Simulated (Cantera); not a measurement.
Charge: 1 mol C2H6, 0.043 mol H2O, 0.12 mol O2, held at 477 °C and 72000 Pa.

Method: chemical equilibrium by Gibbs-energy minimisation in Cantera with the NASA 1993 tables (ideal gas, pure condensed phases). Candidate condensed phases: C, C6H6, C7H8, C8H18, H2O; 110 gas species. Rates play no part.

Base state: CH4 0.438, H2 0.436, H2O 0.116, CO2 0.00656, CO 0.00405 (mole fractions); condensed: C(graphite).

Question: What changes in the equilibrium state with this change: 0.25 mol NH3 added?

Answer: 
| species | before | after |
|---|---|---|
| H2 | 0.436 | 0.426 |
| CH4 | 0.438 | 0.417 |
| H2O | 0.116 | 0.0989 |
| N2 | 0 | 0.0496 |
| NH3 | 0 | 0.000228 |
| CO2 | 0.00656 | 0.00504 |
| CO | 0.00405 | 0.00355 |
| C(graphite), mol | 1.04 | 0.930 |
